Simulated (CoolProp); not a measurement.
Aqueous potassium formate as a coolant, at 2 °C, 1 atm.

Values from CoolProp's Melinder's fits for secondary coolants.

```
mass %  freezing point (°C)  conductivity (W/(m K))  density (kg/m³)  cp (kJ/(kg K))  Prandtl number
------  -------------------  ----------------------  ---------------  --------------  --------------
3.3                    -1.4                   0.561             1022           4.073            12.8
7.5                    -3.5                   0.556             1048           3.904            12.9
11.7                   -5.9                   0.549             1074           3.741            13.0
15.8                   -8.5                   0.543             1100           3.587            13.2
20                    -11.6                   0.537             1127           3.436            13.6
24.2                  -15.2                   0.530             1156           3.293            14.2
28.3                  -19.3                   0.522             1184           3.163            14.9
32.5                  -24.1                   0.514             1214           3.040            15.6
36.7                  -29.9                   0.504             1245           2.928            16.5
```
